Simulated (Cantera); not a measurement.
Cantera run:

```python
import numpy as np
import cantera as ct

gas_names = """
    CL CLO CL2 H HCL HOCL HO2 H2 H2O H2O2 O OH O2 O3 Sr SrCL SrCL2 SrO SrOH SrO2H2
""".split()
cond_names = """
    H2O(s) H2O(L) Sr(a) Sr(b) Sr(L) SrCL2(a) SrCL2(b) SrCL2(L) SrO(s) SrO(L) SrO2H2(s) SrO2H2(L)
""".split()


# ... load() reads the species with a 1 bar reference pressure and builds the phases ...
atoms = {
    'SrCl2': {'Sr': 1, 'CL': 2},
    'H2O': {'H': 2, 'O': 1},
    'H2': {'H': 2},
}
top_T = {}  # K; cautious upper limits of use, not melting points


# ... equilibrate(T, P, feed) seeds the gas with the atoms and calls Mixture.equilibrate('TP', solver="vcs", rtol=1e-11, max_steps=5000) ...
results = []
feed = {'SrCl2': 1, 'H2O': 12, 'H2': 59}  # mol
T = 1973  # K
P = 6.5  # Pa
mix = equilibrate(T, P, feed)
results.append((T, P, feed, dict(zip(mix.species_names, mix.species_moles))))
x = sorted(zip(gas.X, gas.species_names), reverse=True)
print(f"T = {T:g} K  P = {P:g} Pa  gas = {mix.phase_moles(0):.4g} mol")
print("   x: " + "  ".join(f"{s} {v:.3e}" for v, s in x if v > 1e-06))
print("   condensed (mol): " + ("  ".join(f"{mix.phase(i).name} {mix.phase_moles(i):.4g}"
      for i in range(1, mix.n_phases) if mix.phase_moles(i) > 1e-12) or "none"))
```

It prints:

```
T = 1973 K  P = 6.5 Pa  gas = 78.23 mol
   x: H2 6.806e-01  H2O 1.494e-01  H 1.381e-01  HCL 1.374e-02  Sr 6.140e-03  SrCL2 3.665e-03  OH 2.878e-03  SrCL 2.411e-03  CL 2.083e-03  O 4.298e-04  SrOH 3.961e-04  SrO 1.604e-04  O2 4.082e-05  SrO2H2 9.673e-06
   condensed (mol): none
```

Method: chemical equilibrium by Gibbs-energy minimisation in Cantera with the NASA 1993 tables (ideal gas, pure condensed phases).
